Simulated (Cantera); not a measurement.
Cantera run:

```python
import numpy as np
import cantera as ct

gas_names = """
    SiF4 SiH2 HF Si
""".split()
cond_names = """

""".split()


# ... load() reads the species with a 1 bar reference pressure and builds the phases ...
species = {s.name: s for s in load("nasa_gas.yaml", gas_names) + load("nasa_condensed.yaml", cond_names)}
# Each term lists the table entries of one substance; the one whose range holds T is used.
reactions = {
    'SiF4(g) + 2 SiH2(g) = 4 HF(g) + 3 Si(g)':
        [(-1, ['SiF4']), (-2, ['SiH2']), (4, ['HF']), (3, ['Si'])],
}


def pick(names, T):
    return next(species[n] for n in names if species[n].thermo.min_temp <= T <= species[n].thermo.max_temp)


results = []
for label, terms in reactions.items():
    print(label)
    print("     T/K   dH/kJ  dS/(J/K)   dG/kJ   log10 K")
    for T in [2075, 2175, 2275, 2375, 2475]:
        used = [(nu, pick(names, T)) for nu, names in terms]
        dH = sum(nu * s.thermo.h(T) for nu, s in used) / 1e6
        dS = sum(nu * s.thermo.s(T) for nu, s in used) / 1e3
        dG = dH - T * dS / 1e3
        logK = -dG * 1e6 / (ct.gas_constant * T * np.log(10))
        results.append((label, T, dH, dS, dG, logK, [s.name for _, s in used]))
        print(f"{T:8g} {dH:8.1f} {dS:8.1f} {dG:8.1f} {logK:8.2f}")
```

It prints:

```
SiF4(g) + 2 SiH2(g) = 4 HF(g) + 3 Si(g)
     T/K   dH/kJ  dS/(J/K)   dG/kJ   log10 K
    2075   1348.5    479.0    354.6    -8.93
    2175   1346.5    478.1    306.7    -7.37
    2275   1344.7    477.2    259.0    -5.95
    2375   1342.9    476.5    211.3    -4.65
    2475   1341.3    475.8    163.7    -3.45
```

Source: NASA polynomial tables (part measured, part estimated), evaluated in Cantera. Condensed species are held in their standard states even where they would react or evaporate.
